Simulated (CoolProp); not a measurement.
Dimethyl carbonate along the isotherm 461.7 K: Z from the reference equation and from simpler models built on Tc = 557.0 K, pc = 4.909 MPa, ω = 0.346; each cubic takes its own stable root.

Computed with CoolProp (reference Helmholtz-energy equation of state, Zhou 2011).

```tsv
p (MPa)	phase	reference	Redlich-Kwong	Soave-Redlich-Kwong
1.12	liquid	0.03222	0.8505	0.8326
2.23	liquid	0.06381	0.07813	0.07303
3.35	liquid	0.09536	0.1156	0.1087
4.46	liquid	0.1263	0.1520	0.1434
5.58	liquid	0.1573	0.1879	0.1780
6.69	liquid	0.1878	0.2228	0.2118
7.81	liquid	0.2183	0.2575	0.2454
8.93	liquid	0.2486	0.2918	0.2788
10	liquid	0.2773	0.3240	0.3103
11.2	liquid	0.3093	0.3598	0.3452
12.3	liquid	0.3385	0.3922	0.3770
```

At some of these states Redlich-Kwong, Soave-Redlich-Kwong gives the other phase, because its saturation line lies elsewhere.
